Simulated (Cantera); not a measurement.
An isothermal, constant-pressure homogeneous reactor starts with 1.52 % CH4, 98.5 % H2, at 1825 K and 1.13 Torr.

Cantera simulation using GRI-Mech 3.0 (53 species, 325 reactions); the numbers are that mechanism's predictions, not measurements. GRI-Mech 3.0 stops at C3 and has no aromatics, soot or wall deposition, so with more carbon than oxygen in the feed, carbon stays in small species such as C2H2 where larger ones or solid carbon would form. Radical loss at walls, strong at low pressure, is not modelled.

Question: Predict: x(CH4) at 30.0 s; x(H2) at 30.0 s; x(CH2) at 30.0 s; x(C2H) at 30.0 s; x(H) at 30.0 s; x(C2H4) at 30.0 s.

Answer: 
- x(CH4) at 30.0 s = 0.000131 (gas-phase equilibrium 6.03e-6)
- x(H2) at 30.0 s = 0.984 (gas-phase equilibrium 0.981)
- x(CH2) at 30.0 s = 2.23e-7 (gas-phase equilibrium 1.86e-8)
- x(C2H) at 30.0 s = 6.14e-7 (gas-phase equilibrium 8.32e-7)
- x(H) at 30.0 s = 0.00847 (gas-phase equilibrium 0.0113)
- x(C2H4) at 30.0 s = 2.64e-7 (gas-phase equilibrium 2.14e-7)
